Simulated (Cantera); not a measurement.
Equilibrium for silicon etching in halogen gases: Si + HF + H2 + NF3

A closed system holds: 1 mol Si, 4.6 mol HF, 3.5 mol H2, 5.7 mol NF3, held at 1252 °C and 0.503 Torr.

Method: chemical equilibrium by Gibbs-energy minimisation in Cantera with the NASA 1993 tables (ideal gas, pure condensed phases). Candidate condensed phases: Si, Si3N4; 37 gas species. Rates play no part.

```yaml
x(HF): 0.538
x(F): 0.283
x(N2): 0.132
x(SiF4): 0.0464
x(F2): 5.80e-6
gas_amount: 21.55 mol
log10 activity of Si(s) (absent): -35.49
```
